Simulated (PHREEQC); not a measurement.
**Reverse-osmosis permeate (model solution)**

Synthetic water in mmol/kgw, 50 °C, pH 5.65, pe 12.3: Na 0.145; K 0.0492; Ca 0.0725; Mg 0.16; Cl 0.194; S(6) 0.0706; Alkalinity (meq/kgw) 0.312; Ba 8.42e-05; B 0.000182; Li 0.00725.

Valence states are taken as typed.

Computed with PHREEQC (ion-association model, phreeqc.dat).

No solid was allowed to form.

### Question
Estimate the specific conductance, charge-balance error.

### Answer
specific conductance 119 µS/cm; charge-balance error 1.5 %.

### Question
In which forms is Ca present?

### Answer
Ca+2 99 %, CaSO4 1.0 % of the Ca.

At this temperature some constants are extrapolated from 25 °C, and those without enthalpy data are left unchanged.
